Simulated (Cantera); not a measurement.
Cantera run, input and output.

```python
import numpy as np
import cantera as ct

gas = ct.Solution("gri30.yaml")
gas.TPX = 1325, 2666, {'H2': 0.035, 'O2': 0.33}
inlet = ct.Reservoir(gas, clone=True)

reactor = ct.IdealGasConstPressureReactor(gas, energy="off", clone=False)
exhaust = ct.Reservoir(gas, clone=True)
tau = [9.9, 2.8, 0.8, 0.23, 0.065, 0.018, 0.0052, 0.0015, 0.00042, 0.00012][0]
for a, b in ((inlet, reactor), (reactor, exhaust)):
    ct.MassFlowController(a, b, mdot=lambda t: reactor.mass / tau)
net = ct.ReactorNet([reactor])
show = ['H2', 'O2', 'H', 'OH', 'H2O']

rows = []
print(f"{'tau/s':>10s}{'T/K':>9s}" + "".join(f"{s:>11s}" for s in show))
for tau in [9.9, 2.8, 0.8, 0.23, 0.065, 0.018, 0.0052, 0.0015, 0.00042, 0.00012]:
    net.initial_time = 0.0
    net.advance(30 * tau)
    before = gas.X
    net.advance(40 * tau)
    drift = np.max(np.abs(gas.X - before) / (gas.X + 1e-9))
    rows.append([gas.T, *gas[show].X, drift])
    print(f"{tau:10.3e}{gas.T:9.1f}" + "".join(f"{x:11.3e}" for x in gas[show].X))
```

It prints:

```
     tau/s      T/K         H2         O2          H         OH        H2O
 9.900e+00   1325.0  3.767e-05  8.985e-01  1.247e-05  8.001e-04  1.002e-01
 2.800e+00   1325.0  8.520e-05  8.978e-01  4.434e-05  1.220e-03  9.991e-02
 8.000e-01   1325.0  1.890e-04  8.962e-01  1.541e-04  1.848e-03  9.935e-02
 2.300e-01   1325.0  4.103e-04  8.930e-01  5.193e-04  2.770e-03  9.828e-02
 6.500e-02   1325.0  8.747e-04  8.864e-01  1.685e-03  4.097e-03  9.613e-02
 1.800e-02   1325.0  1.789e-03  8.739e-01  4.892e-03  5.835e-03  9.186e-02
 5.200e-03   1325.0  3.349e-03  8.577e-01  1.066e-02  7.616e-03  8.528e-02
 1.500e-03   1325.0  6.404e-03  8.465e-01  1.669e-02  9.314e-03  7.729e-02
 4.200e-04   1325.0  1.459e-02  8.475e-01  1.998e-02  1.119e-02  6.597e-02
 1.200e-04   1325.0  3.692e-02  8.630e-01  1.692e-02  1.150e-02  4.481e-02
```

Model: GRI-Mech 3.0 (53 species, 325 reactions), integrated in Cantera. Radical loss at walls, strong at low pressure, is not modelled. The temperature is held fixed by assumption; the heat of reaction is taken as removed at once.
